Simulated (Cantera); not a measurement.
Charge: 1 mol SiCl4, 0.25 mol NH3, 8.7 mol N2, held at 1000 °C and 0.133 bar.

Method: chemical equilibrium by Gibbs-energy minimisation in Cantera with the NASA 1993 tables (ideal gas, pure condensed phases). Candidate condensed phases: NH4Cl, Si, Si3N4; 28 gas species. The tables' values for SiCl3 are old estimates; treat these amounts as uncertain. Equilibrium is a limit: real reactors are often held back by kinetics, nucleation or transport.

Base state: N2 0.849, SiCl4 0.0791, HCl 0.0647, H2 0.00406, SiCl3 0.00231, SiCl2 0.000443, SiHCl3 0.000198 (mole fractions); condensed: Si3N4(s).

Q: What changes in the equilibrium state with this change: N2 from 8.7 to 29 mol?

A: 
```tsv
species	before	after
N2	0.849	0.949
SiCl4	0.0791	0.0261
HCl	0.0647	0.0228
SiHCl3	0.000198	3.87e-5
H2	0.00406	0.000844
SiCl3	0.00231	0.000988
Si3N4(s), mol	0.0525	0.0542
```

Q: What changes in the equilibrium state with this change: NH3 from 0.25 to 5.8 mol?

A: 
```tsv
species	before	after
N2	0.849	0.506
H2	0.00406	0.312
HCl	0.0647	0.180
SiCl4	0.0791	0.00112
SiCl3	0.00231	0.000104
SiCl2	0.000443	6.26e-5
Si3N4(s), mol	0.0525	0.323
```

Q: What changes in the equilibrium state with this change: NH3 from 0.25 to 0.15 mol?

A: 
| species | before | after |
|---|---|---|
| N2 | 0.849 | 0.867 |
| SiCl4 | 0.0791 | 0.0870 |
| HCl | 0.0647 | 0.0415 |
| H2 | 0.00406 | 0.00158 |
| SiHCl3 | 0.000198 | 0.000132 |
| SiCl3 | 0.00231 | 0.00247 |
| Si3N4(s), mol | 0.0525 | 0.0318 |
